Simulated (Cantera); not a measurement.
Equilibrium for chlorosilane synthesis and conversion: SiCl4 + HCl + H2

Charge: 1 mol SiCl4, 3.8 mol HCl, 9.7 mol H2, held at 16.0 bar.

Equilibrium computed with Cantera from the NASA thermochemical tables; the gas is ideal and each condensed phase is pure. Candidate condensed phases: Si; 19 gas species. The tables' values for SiCl3 are old estimates; treat these amounts as uncertain. The numbers say what is thermodynamically allowed, not how fast it happens.

From 1123 K to 1773 K nothing is condensed. The main Si-bearing gas is SiCl4 throughout.

```csv
T (K),x H2,x HCl,x SiCl4,x SiCl2,x SiCl3,x SiHCl3,x SiH2Cl2
1123,0.666,0.265,0.0660,7.20e-7,6.19e-5,0.00285,1.50e-5
1173,0.665,0.266,0.0650,2.72e-6,0.000134,0.00379,2.82e-5
1223,0.664,0.267,0.0637,9.10e-6,0.000270,0.00489,4.99e-5
1273,0.662,0.269,0.0622,2.74e-5,0.000510,0.00612,8.34e-5
1323,0.660,0.271,0.0603,7.46e-5,0.000908,0.00747,0.000132
1373,0.658,0.273,0.0581,0.000186,0.00153,0.00886,0.000200
1423,0.655,0.276,0.0555,0.000427,0.00245,0.0102,0.000288
1473,0.652,0.279,0.0523,0.000904,0.00372,0.0115,0.000395
1523,0.648,0.283,0.0485,0.00177,0.00536,0.0125,0.000515
1573,0.643,0.288,0.0442,0.00320,0.00734,0.0131,0.000637
1623,0.637,0.294,0.0394,0.00537,0.00952,0.0132,0.000748
1673,0.631,0.301,0.0342,0.00837,0.0117,0.0128,0.000832
1723,0.623,0.309,0.0289,0.0122,0.0137,0.0120,0.000879
1773,0.616,0.317,0.0238,0.0166,0.0152,0.0108,0.000887
```
x: gas mole fraction; nothing condenses.
